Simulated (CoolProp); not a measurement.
Properties of carbon dioxide along the isotherm 517.6 K.

Model: reference Helmholtz-energy equation of state, Span 1996, in CoolProp.

| p (bar) | phase | density (kg/m³) | Joule-Thomson coefficient (K/MPa) | Prandtl number |
|---|---|---|---|---|
| 11.1 | gas | 11.43 | 2.852 | 0.742 |
| 22.1 | gas | 22.91 | 2.812 | 0.747 |
| 33.2 | gas | 34.64 | 2.769 | 0.753 |
| 44.3 | gas | 46.51 | 2.725 | 0.760 |
| 55.3 | gas | 58.41 | 2.680 | 0.766 |
| 66.4 | gas | 70.55 | 2.633 | 0.773 |
| 77.5 | supercritical | 82.80 | 2.583 | 0.781 |
| 88.5 | supercritical | 95.06 | 2.533 | 0.788 |
| 99.6 | supercritical | 107.5 | 2.480 | 0.796 |
| 111 | supercritical | 120.4 | 2.423 | 0.804 |

Viscosity comes from a separate model (Laesecke 2017). Thermal conductivity comes from a separate model (Huber 2016).
